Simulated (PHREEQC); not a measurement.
Dissolve 0.012 mol HNO3, 0.002 mol FeCl3 and 0.00129 mol MgCl2 per kg of water at 80 °C. Closed to the air; pH follows from the charge balance.

All values are PHREEQC results (ion-association model, wateq4f.dat), not measurements.

This is a speciation only: nothing precipitates in the calculation.

Q: Order these Fe species by the share of Fe that they hold, largest first: Fe+3, Fe2(OH)2+4, Fe(OH)2+, FeCl+2, FeOH+2.

A: FeOH+2 (68 %), Fe+3 (15 %), FeCl+2 (7.6 %), Fe(OH)2+ (6.7 %), Fe2(OH)2+4 (2.9 %)

The pH is 1.92 and the ionic strength 0.0243 mol/kgw. Saturation is exceeded, for instance for Hematite (slow to form), Goethite (slow to form); the values hold only as long as no solid forms. Complexes and solids missing from the database can't appear. Constants without temperature data keep their 25 °C values here.
